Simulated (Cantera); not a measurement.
Thermodynamics of roasting and sulfation, feed FeS2 + SO2 + CO2

Input: 1 mol FeS2, 0.61 mol SO2, 5.5 mol CO2, at 0.0220 bar.

These are equilibrium values from Cantera (NASA tables, ideal gas, pure condensed phases), not measurements of a reactor. Candidate condensed phases: C, Fe, Fe(CO)5, FeO, FeS, FeSO4, FeS2, Fe2O3, Fe2(SO4)3, Fe3O4, S; 25 gas species. The tables' stoichiometric FeO is somewhat more stable than real wüstite, so its field is too wide. FeO, FeS: taken at fixed stoichiometry. Gases not in the tables: S3 to S7. The numbers say what is thermodynamically allowed, not how fast it happens.

```csv
T (K),log p CO2,log p CO,log p SO2,log p S2,log p SO,log p S,log p COS,n FeS2(s),n Fe3O4(s),n FeS(s),n FeO(s),n FeO(l)
700,-1.70,-6.68,-2.66,-5.35,-9.57,<-13,-6.69,0.999,0.000339,0,0,0
900,-1.74,-4.36,-2.69,-2.79,-6.93,-10.81,-4.60,0,0,1.00,0,0
1100,-1.75,-3.33,-2.65,-2.82,-5.63,-8.55,-4.54,0,0,1.00,0,0
1300,-1.80,-2.72,-2.53,-2.95,-4.72,-7.03,-4.65,0,0,1.00,0,0
1500,-1.95,-2.27,-2.53,-2.63,-3.99,-5.71,-4.50,0,0,0,1.000,0
1700,-2.09,-2.11,-2.39,-2.81,-3.47,-4.90,-4.78,0,0,0,0,1.000
1900,-2.22,-2.02,-2.33,-3.05,-3.10,-4.32,-5.10,0,0,0,0,0.993
```
log p: log10 of the partial pressure in bar; n: condensed amount in mol.

At 700 K the condensed part is FeS2(s) + Fe3O4(s). From 900 K to 1300 K the condensed part is FeS(s). At 1500 K the condensed part is FeO(s). From 1700 K to 1900 K the condensed part is FeO(l).
